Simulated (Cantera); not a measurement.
## Stirred combustor or abatement burner

A perfectly stirred reactor is fed with CH₄ : H₂ : O₂ : N₂ = 1 : 0.75 : 1.4 : 5.25 (molar parts), equivalence ratio 1.7, at 1.60 bar; it is adiabatic with a 775 K inlet, and is followed from long to short residence time, starting on the burning branch (τ in s: 0.14, 0.053, 0.021, 0.0081, 0.0031, 0.0012, 0.00048, 0.00019, 7.3e-05, 2.9e-05, 1.1e-05, 4.4e-06).

Cantera simulation using GRI-Mech 3.0 (53 species, 325 reactions); the numbers are that mechanism's predictions, not measurements.

| τ (s) | T (K) | x CH₄ | x H₂ | x O₂ | x CO | x HCO | x CH₂CO |
|---|---|---|---|---|---|---|---|
| 0.14 | 2192 | 9.46e-5 | 0.128 | 2.38e-5 | 0.0878 | 8.08e-8 | 7.49e-8 |
| 0.053 | 2191 | 0.000203 | 0.127 | 5.56e-5 | 0.0876 | 1.16e-7 | 2.19e-7 |
| 0.021 | 2190 | 0.000406 | 0.126 | 0.000127 | 0.0872 | 1.90e-7 | 6.53e-7 |
| 0.0081 | 2188 | 0.000769 | 0.125 | 0.000294 | 0.0864 | 3.63e-7 | 2.00e-6 |
| 0.0031 | 2184 | 0.00131 | 0.122 | 0.000670 | 0.0850 | 7.60e-7 | 5.51e-6 |
| 0.0012 | 2176 | 0.00202 | 0.118 | 0.00147 | 0.0831 | 1.64e-6 | 1.29e-5 |
| 0.00048 | 2158 | 0.00300 | 0.114 | 0.00311 | 0.0810 | 3.51e-6 | 2.62e-5 |
| 0.00019 | 2116 | 0.00484 | 0.109 | 0.00700 | 0.0785 | 7.61e-6 | 5.36e-5 |
| 7.3e-5 | 775 | 0.119 | 0.0893 | 0.167 | <1e-12 | <1e-12 | <1e-12 |
| 2.9e-5 | 775 | 0.119 | 0.0893 | 0.167 | <1e-12 | <1e-12 | <1e-12 |
| 1.1e-5 | 775 | 0.119 | 0.0893 | 0.167 | <1e-12 | <1e-12 | <1e-12 |
| 4.4e-6 | 775 | 0.119 | 0.0893 | 0.167 | <1e-12 | <1e-12 | <1e-12 |
x: mole fraction; the columns are a selection and need not sum to one.
